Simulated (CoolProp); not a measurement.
Saturation properties of ethylene (Tc = 282.4 K, pc = 5042 kPa, ω = 0.087).

Model: reference Helmholtz-energy equation of state, Smukala 2000, in CoolProp.

```csv
T (K),p (kPa),liquid density (kg/m³),vapour density (kg/m³),liquid cp (kJ/(kg K)),surface tension (mN/m)
178.3,166.5,554.7,3.306,2.437,14.8
187.7,265.5,540.6,5.108,2.467,13.3
197.1,403.7,525.9,7.574,2.512,11.7
206.5,589.3,510.5,10.87,2.573,10.2
215.8,828.3,494.3,15.13,2.654,8.79
225.2,1135,476.8,20.72,2.767,7.36
234.6,1516,457.9,27.96,2.923,5.96
244,1983,436.9,37.40,3.152,4.61
```

It boils at 169.4 K under 1 atm.

Surface tension comes from a separate correlation (Mulero 2012).
